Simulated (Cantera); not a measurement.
Charge: 1 mol BCl3, 3.7 mol O2, equilibrated at 1977 °C and 0.00300 bar.

Cantera equilibrium calculation (NASA polynomials, part measured and part estimated; ideal gas, pure solids and liquids). Candidate condensed phases: B, B2O3; 18 gas species. The tables' values for BOCl are old estimates; treat these amounts as uncertain. Equilibrium is a limit: real reactors are often held back by kinetics, nucleation or transport.

What is the equilibrium state?


- x(Cl) = 0.443
- x(O2) = 0.406
- x(BO2) = 0.0609
- x(O) = 0.0429
- x(B2O3) = 0.0407
- x(BOCl) = 0.00493
- x(BO) = 0.00209
- x(ClO) = 0.000197
- x(Cl2) = 0.000197
- gas amount = 6.696 mol
- log10 activity of B(s) (absent) = -8.41
